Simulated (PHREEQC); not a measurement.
Solution (5 °C): 0.0011 mol K2CO3, 0.18 mol Al(NO3)3 and 0.022 mol CO2 per kg of water. Closed to the air; pH follows from the charge balance.

All values are PHREEQC results (ion-association model, phreeqc.dat), not measurements.

The ionic strength comes out as 1.08 mol/kgw. What activity coefficients do HCO3-, H+, AlOH+2, K+, NO3- get?

HCO3- 0.66, H+ 0.75, AlOH+2 0.19, K+ 0.60, NO3- 0.56.

This is a speciation only: nothing precipitates in the calculation. The solution is supersaturated, for example in Gibbsite (slow to form), so a real one may precipitate; this is no full list. The ionic strength is past about 0.7 mol/kgw, beyond the range of this activity model, so the values are rough. Away from 25 °C the constants follow the database's enthalpies or fits; those with neither stay at their 25 °C values.
